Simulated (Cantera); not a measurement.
A Cantera script and what it prints.

```python
import numpy as np
import cantera as ct

gas_names = """
    AL ALH ALN AL2 H H2 N NH NH2 NH3 N2 N2H2 N2H4
""".split()
cond_names = """
    AL(cr) AL(L) ALN(s)
""".split()


# ... load() reads the species with a 1 bar reference pressure and builds the phases ...
atoms = {
    'Al': {'AL': 1},
    'NH3': {'N': 1, 'H': 3},
    'N2': {'N': 2},
}
top_T = {'ALN(s)': 2750}  # K; cautious upper limits of use, not melting points


# ... equilibrate(T, P, feed) seeds the gas with the atoms and calls Mixture.equilibrate('TP', solver="vcs", rtol=1e-11, max_steps=5000) ...
results = []
feed = {'Al': 1, 'NH3': 1.1, 'N2': 330}  # mol
T = 700  # K
P = 120  # Pa
mix = equilibrate(T, P, feed)
results.append((T, P, feed, dict(zip(mix.species_names, mix.species_moles))))
print(gas.report(threshold=1e-05))
for i in range(1, mix.n_phases):
    print(f"{mix.phase(i).name:16s} {mix.phase_moles(i):12.5e} mol")
```

Result:

```
       temperature   700 K
          pressure   120 Pa
           density   0.00057493 kg/m^3
  mean mol. weight   27.885 kg/kmol
   phase of matter   gas

                          1 kg             1 kmol
                     ---------------   ---------------
          enthalpy        4.2807e+05        1.1937e+07  J
   internal energy        2.1935e+05        6.1164e+06  J
           entropy            9781.1        2.7274e+05  J/K
    Gibbs function       -6.4187e+06       -1.7898e+08  J
 heat capacity c_p            1101.5             30715  J/K
 heat capacity c_v            803.34             22401  J/K

                      mass frac. Y      mole frac. X     chem. pot. / RT
                     ---------------   ---------------   ---------------
                H2        0.00035964         0.0049744           -28.727
                N2           0.99964           0.99503           -30.763
     [  +11 minor]        2.4031e-09        3.9346e-09

AL(cr)            0.00000e+00 mol
ALN(s)            1.00000e+00 mol
```

Method: chemical equilibrium by Gibbs-energy minimisation in Cantera with the NASA 1993 tables (ideal gas, pure condensed phases).
